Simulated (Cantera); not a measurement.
**Counterflow diffusion flame**

A counterflow diffusion flame at 101000 Pa, nozzles 20 mm apart: fuel side CH4 = 1 (molar parts) at 375 K, oxidiser side O2 : N2 = 0.26 : 0.74 (molar parts) at 698 K, fuel mass flux 1 times the oxidiser's; mixture-averaged transport, no radiation.

Computed with Cantera and GRI-Mech 3.0 (53 species, 325 reactions). GRI-Mech 3.0 has no aromatics or soot, which form on the fuel side of real flames. The maximum strain rate includes the flame's own expansion and is several times the mean.

```
oxidiser flux (kg/m²/s)  max strain (1/s)  mean strain (1/s)  T max (K)  peak x OH  peak x H  peak x NO  peak x CO  peak x C2H2
-----------------------  ----------------  -----------------  ---------  ---------  --------  ---------  ---------  -----------
0.25                                  252               48.6       2379     0.0153   0.00695   0.000641     0.0909       0.0218
0.33                                  322               64.2       2360     0.0154   0.00722   0.000578     0.0892       0.0213
0.44                                  417               85.6       2343     0.0153   0.00746   0.000522     0.0874       0.0207
0.58                                  535                113       2330     0.0152   0.00772   0.000477     0.0859       0.0201
0.76                                  683                148       2318     0.0152   0.00797   0.000437     0.0844       0.0194
1                                     878                194       2308     0.0151   0.00824   0.000400     0.0832       0.0188
1.3                                  1120                253       2296     0.0149   0.00844   0.000361     0.0820       0.0181
1.7                                  1430                331       2283     0.0147   0.00861   0.000321     0.0809       0.0173
2.3                                  1880                447       2266     0.0143   0.00875   0.000274     0.0797       0.0164
3                                    2410                583       2249     0.0139   0.00882   0.000233     0.0789       0.0154
```
x: mole fraction; the columns are a selection and need not sum to one.
